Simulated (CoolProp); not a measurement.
R227EA at 293.15 K and 0.138 MPa flows at 1 m/s in a round tube of 100 mm bore and 1.5 µm roughness, fully developed (64/Re and Nu = 3.66 if laminar; Colebrook and Gnielinski if turbulent). Each further row changes one setting.

The numbers come from the reference Helmholtz-energy equation of state, Lemmon 2016 in CoolProp.

```json
[
 {"case": "as stated", "Reynolds number": "88300", "Darcy friction factor": "(withheld)", "pressure drop (Pa/m)": "(withheld)", "heat-transfer coefficient (W/(m² K))": "21.3", "mass flow (kg/h)": "284"},
 {"case": "velocity 2 m/s", "Reynolds number": "177000", "Darcy friction factor": "0.0161", "pressure drop (Pa/m)": "3.24", "heat-transfer coefficient (W/(m² K))": "37.0", "mass flow (kg/h)": "567"},
 {"case": "diameter 200 mm", "Reynolds number": "177000", "Darcy friction factor": "0.0161", "pressure drop (Pa/m)": "(withheld)", "heat-transfer coefficient (W/(m² K))": "18.4", "mass flow (kg/h)": "1130"}
]
```

Problem. What belongs in the gaps?

Solution. 
- as stated, Darcy friction factor: 0.0185
- as stated, pressure drop (Pa/m): 0.930
- diameter 200 mm, pressure drop (Pa/m): 0.403

Viscosity comes from a separate model (Huber 2003), an estimate that may be off by 10 % or more. Thermal conductivity comes from a separate model (Huber 2003), an estimate that may be off by 10 % or more.
